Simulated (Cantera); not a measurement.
Feed: 1 mol Al2O3, 0.42 mol N2, at 2325 °C and 100 Torr.

Method: chemical equilibrium by Gibbs-energy minimisation in Cantera with the NASA 1993 tables (ideal gas, pure condensed phases). Candidate condensed phases: Al, AlN, Al2O3; 16 gas species. Rates play no part.

Question: What is the equilibrium state?

Answer: 
* **x(N2)**: 0.999
* **x(NO)**: 0.000202
* **x(Al)**: 0.000196
* **x(O)**: 0.000192
* **x(AlO)**: 9.24e-5
* **x(Al2O)**: 3.53e-5
* **x(O2)**: 9.20e-6
* **x(N)**: 1.92e-6
* **n(Al2O3(l))**: 1.000 mol
* **gas amount**: 0.4203 mol
* **log10 activity of Al(l) (absent)**: -4.16
